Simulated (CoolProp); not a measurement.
The fluid at 515.43 K and 1.28 MPa (gas) is heated at constant pressure to 676.3 K. The same conditions are run with several fluids, on thermodynamics alone (safety and materials aside).

The numbers come from the reference Helmholtz-energy equation of state of each fluid (hydrogen sulfide: Lemmon 2006; water: Wagner 2002; normal hydrogen: Leachman 2009) in CoolProp.

```tsv
fluid	heat (kJ/kg)	final density (kg/m³)
hydrogen sulfide	[?]	7.80
water	[?]	[?]
normal hydrogen	[?]	[?]
```

Problem. Some entries are withheld; supply them.

Solution. 
- hydrogen sulfide, heat (kJ/kg): 187
- water, heat (kJ/kg): 352
- water, final density (kg/m³): 4.17
- normal hydrogen, heat (kJ/kg): 2340
- normal hydrogen, final density (kg/m³): 0.457
